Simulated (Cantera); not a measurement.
A perfectly stirred reactor is fed with CH₄ : N₂ = 1 : 4 (molar parts), at 5.33 Torr; it is held at 1150 K, and followed from long to short residence time.

Model: GRI-Mech 3.0 (53 species, 325 reactions), integrated in Cantera. GRI-Mech 3.0 stops at C3 and has no aromatics, soot or wall deposition, so with more carbon than oxygen in the feed, carbon stays in small species such as C2H2 where larger ones or solid carbon would form. Radical loss at walls, strong at low pressure, is not modelled.

What does this change do: temperature 1150 to 1900 K?


| quantity | before | after |
|---|---|---|
| x(CH₄) at τ = 15.0 s | 0.200 | 0.00211 |
| x(H₂) at τ = 15.0 s | 9.39e-7 | 0.246 |
| x(C₂H₆) at τ = 15.0 s | 3.37e-7 | 6.19e-8 |
| x(C₂H) at τ = 15.0 s | <1e-12 | 8.86e-6 |
| x(C₂H₄) at τ = 15.0 s | 9.87e-8 | 1.02e-5 |
| x(CH₄) at τ = 98.0 ms | 0.200 | 0.0667 |
| x(H₂) at τ = 98.0 ms | 4.84e-9 | 0.161 |
| x(C₂H₆) at τ = 98.0 ms | <1e-12 | 1.14e-5 |
| x(C₂H) at τ = 98.0 ms | <1e-12 | 2.16e-6 |
| x(C₂H₄) at τ = 98.0 ms | <1e-12 | 0.00217 |

What does this change do: temperature 1150 to 1475 K?


| quantity | before | after |
|---|---|---|
| x(CH₄) at τ = 15.0 s | 0.200 | 0.115 |
| x(H₂) at τ = 15.0 s | 9.39e-7 | 0.105 |
| x(C₂H₆) at τ = 15.0 s | 3.37e-7 | 2.64e-5 |
| x(C₂H) at τ = 15.0 s | <1e-12 | 7.77e-9 |
| x(C₂H₄) at τ = 15.0 s | 9.87e-8 | 0.00119 |
| x(CH₄) at τ = 98.0 ms | 0.200 | 0.200 |
| x(H₂) at τ = 98.0 ms | 4.84e-9 | 5.97e-5 |
| x(C₂H₆) at τ = 98.0 ms | <1e-12 | 1.17e-6 |
| x(C₂H) at τ = 98.0 ms | <1e-12 | <1e-12 |
| x(C₂H₄) at τ = 98.0 ms | <1e-12 | 1.06e-5 |
